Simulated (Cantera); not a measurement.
# Thermodynamics of fluorocarbon and chlorocarbon gases, feed CHF3 + HCl + F2

A closed system holds: 1 mol CHF3, 0.02 mol HCl, 2.7 mol F2, at 2625 °C and 1.00 bar.

Method: chemical equilibrium by Gibbs-energy minimisation in Cantera with the NASA 1993 tables (ideal gas, pure condensed phases). Candidate condensed phases: C, C6H6, C7H8, C8H18; 118 gas species. Gases not in the tables: C2F6 and larger saturated fluorocarbons. Kinetics and transport are ignored.

```json
{
 "x(F)": "0.674",
 "x(HF)": "0.163",
 "x(CF4)": "0.0885",
 "x(CF2)": "0.0604",
 "x(CF3)": "0.0102",
 "x(Cl)": "0.00314",
 "x(CF)": "0.000819",
 "x(F2)": "8.93e-5",
 "x(ClF)": "5.21e-5",
 "gas_amount": "6.253 mol",
 "log10 activity of C(graphite) (absent)": "-1.88"
}
```
